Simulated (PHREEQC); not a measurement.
# Copper plating or etch bath: an equilibrium model

Solution (25 °C): 110 mmol/kgw Cu(NO3)2 and 1.6 mmol/kgw KCl. Closed to the air; pH follows from the charge balance.

All values are PHREEQC results (ion-association model, phreeqc.dat), not measurements.

This is a speciation only: nothing precipitates in the calculation.

### Question
What pH does the model give?

### Answer
pH 4.20.

### Question
In which forms is Cl present?

### Answer
Cl- 92 %, CuCl+ 7.7 % of the Cl.

Species that the database lacks are ignored.
